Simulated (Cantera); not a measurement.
Gas mixture: NH₃ = 0.31 (molar parts), at 0.300 Torr, frozen composition.

Cantera's kinetic-theory transport with the Lennard-Jones parameters of GRI-Mech 3.0, ideal gas; thermal conductivity in the multicomponent form. Polar gases are described roughly by these parameters. The composition is frozen, though it would react at the higher temperatures.

One state of this run: ρ (kg/m³) = 0.000102; cp (J/kg/K) = 3009; μ (µPa s) = 27.5; λ (mW/m/K) = 115; Pr = 0.721; D (cm²/s) N₂ = 3380; D (cm²/s) OH = 5160; D (cm²/s) H₂O = 3610. D: mixture-averaged diffusion coefficient of that species in the mixture.

Q: Which value of T (K) does it belong to?
(A) 700
(B) 1100
(C) 800
(D) 600

A: C, 800
